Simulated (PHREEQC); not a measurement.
Consider water at 65 °C with 1.3 mol HCl, 0.16 mol CaCl2 and 0.1 mol LiCl per kg of water. Closed to the air; pH follows from the charge balance.

Computed with PHREEQC (acid-base model without metal-ligand complexes, phreeqc.dat).

This is a speciation only: nothing precipitates in the calculation.

### Question
What pH does the model give?

### Answer
pH 0.03.

Caution: at this ionic strength the ion-association model is outside its range; a Pitzer model would be the better tool where its parameters exist. Constants without temperature data keep their 25 °C values here.
